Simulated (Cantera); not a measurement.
What does this Cantera script print?

```python
import numpy as np
import cantera as ct

gas_names = """
    H H2 H2S Ni NiS S SH S2 S8
""".split()
cond_names = """
    Ni(cr) Ni(L) NiS(b) NiS(a) NiS(L) NiS2(s) NiS2(L) Ni3S2(I) Ni3S2(II) Ni3S2(L) Ni3S4(s) S(cr1) S(cr2)
    S(L)
""".split()


# ... load() reads the species with a 1 bar reference pressure and builds the phases ...
atoms = {
    'Ni': {'Ni': 1},
    'H2S': {'H': 2, 'S': 1},
    'H2': {'H': 2},
}
top_T = {'Ni3S4(s)': 620}  # K; cautious upper limits of use, not melting points


# ... equilibrate(T, P, feed) seeds the gas with the atoms and calls Mixture.equilibrate('TP', solver="vcs", rtol=1e-11, max_steps=5000) ...
results = []
feed = {'Ni': 1, 'H2S': 0.023, 'H2': 2.3}  # mol
P = 130000  # Pa
for T in [650, 800, 950, 1100, 1250, 1400, 1550]:
    mix = equilibrate(T, P, feed)
    results.append((T, P, feed, dict(zip(mix.species_names, mix.species_moles))))

top = {s: max(r[3][s] / sum(r[3][g] for g in gas_names) for r in results) for s in gas_names}
cols = sorted((s for s in top if top[s] > 1e-06), key=lambda s: -top[s])[:5]
seen = [c for c in cond_names if any(r[3].get(c, 0) > 1e-12 for r in results)]
print("log10 of partial pressures in bar; condensed amounts in mol")
print(f"{'T/K':>10s}" + "".join(f"{s[:9]:>10s}" for s in cols + seen))
for T, P, feed, n in results:
    ng = sum(n[g] for g in gas_names)
    print(f"{T:10.4g}" + "".join(f"{np.log10(max(n[s] / ng * P / 1e5, 1e-99)):10.3f}" for s in cols)
          + "".join(f"{n.get(c, 0):10.4g}" for c in seen))
```

Output:

```
log10 of partial pressures in bar; condensed amounts in mol
       T/K        H2       H2S        SH         H        S2    Ni(cr)  Ni3S2(I) Ni3S2(II)  Ni3S2(L)
       650     0.114    -4.335   -14.219   -14.805   -18.171    0.9656   0.01146         0         0
       800     0.114    -3.091   -10.512   -11.481   -13.013    0.9677   0.01078         0         0
       950     0.113    -2.500    -8.227    -9.198    -9.985     0.974         0  0.008672         0
      1100     0.112    -2.169    -6.663    -7.532    -7.972    0.9837         0         0  0.005446
      1250     0.110    -1.987    -5.541    -6.260    -6.577    0.9931         0         0  0.002295
      1400     0.110    -1.891    -4.707    -5.258    -5.573         1         0         0         0
      1550     0.110    -1.894    -4.114    -4.447    -4.924         1         0         0         0
```

Cantera equilibrium calculation (NASA polynomials, part measured and part estimated; ideal gas, pure solids and liquids). Metal and sulfide melt together well below either melting point, which pure phases cannot show. Mutual solubility and eutectic melting of coexisting phases are not modelled.
